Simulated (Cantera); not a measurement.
Input: 1 mol B2H6, a varied amount of O2, 17 mol N2, 110 mol H2, at 1427 °C and 100 Torr.

Equilibrium computed with Cantera from the NASA thermochemical tables; the gas is ideal and each condensed phase is pure. Candidate condensed phases: B, BN, B2O3, B3O3H3, H2O; 39 gas species. The feed counts by its element totals alone. Rates play no part.

x: gas mole fraction; n: condensed amount in mol.

```csv
n(O2) (mol),x H2,x N2,x HBO2,x HBO,x H2O,x B2O3,x H,n BN(s)
0.28,0.871,0.125,0.000614,0.00246,0.000354,6.41e-5,0.000377,1.57
0.36,0.870,0.126,0.000875,0.00294,0.000422,0.000109,0.000376,1.46
0.46,0.868,0.126,0.00122,0.00346,0.000498,0.000179,0.000376,1.33
0.59,0.866,0.126,0.00168,0.00406,0.000584,0.000290,0.000376,1.15
0.76,0.864,0.127,0.00230,0.00474,0.000682,0.000463,0.000375,0.928
0.97,0.862,0.128,?,?,?,?,0.000375,?
1.3,0.857,0.129,?,?,?,?,0.000374,?
1.6,0.855,0.130,0.00615,0.00569,0.00150,0.00151,0.000373,0
2.1,0.850,0.130,0.0102,0.00262,0.00541,0.00116,0.000372,0
```

Problem. Fill in the missing entries.

Solution. 
- 1.3, x HBO2: 0.00426
- 1.3, x HBO: 0.00641
- 1.3, x H2O: 0.000927
- 1.3, x B2O3: 0.00117
- 1.3, n BN(s): 0.231
- 0.97, x HBO2: 0.00306
- 0.97, x HBO: 0.00546
- 0.97, x H2O: 0.000787
- 0.97, x B2O3: 0.000714
- 0.97, n BN(s): 0.655
